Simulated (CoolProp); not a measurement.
Ammonia along the isobar 250 bar: fugacity coefficient from the reference equation and from simpler models built on Tc = 132.4 °C, pc = 113.6 bar, ω = 0.256; each cubic takes its own stable root.

Values from CoolProp's reference Helmholtz-energy equation of state, Gao 2020.

| T (°C) | phase | reference |
|---|---|---|
| 10.95 | liquid | 0.03086 |
| 31.85 | liquid | 0.05673 |
| 52.65 | liquid | 0.09410 |
| 73.55 | liquid | 0.1442 |
| 94.35 | liquid | 0.2063 |
| 115.25 | liquid | 0.2793 |
| 136.05 | supercritical | 0.3596 |
| 156.95 | supercritical | 0.4435 |
| 177.75 | supercritical | 0.5239 |
| 198.65 | supercritical | 0.5945 |
| 219.55 | supercritical | 0.6530 |
| 240.35 | supercritical | 0.7014 |
| 261.25 | supercritical | 0.7424 |
| 282.05 | supercritical | 0.7771 |

Task: How far does each simpler model (van der Waals, Redlich-Kwong, Soave-Redlich-Kwong, Peng-Robinson) lie from the reference over these 14 states: mean and median of the absolute difference, and the worst?

Result: 
- van der Waals: mean 61.9 %, median 14.0 %, worst +314.1 % at 10.95 °C and 250 bar
- Redlich-Kwong: mean 18.8 %, median 7.4 %, worst +70.2 % at 10.95 °C and 250 bar
- Soave-Redlich-Kwong: mean 8.8 %, median 9.6 %, worst +12.3 % at 73.55 °C and 250 bar
- Peng-Robinson: mean 3.1 %, median 3.6 %, worst +6.0 % at 73.55 °C and 250 bar
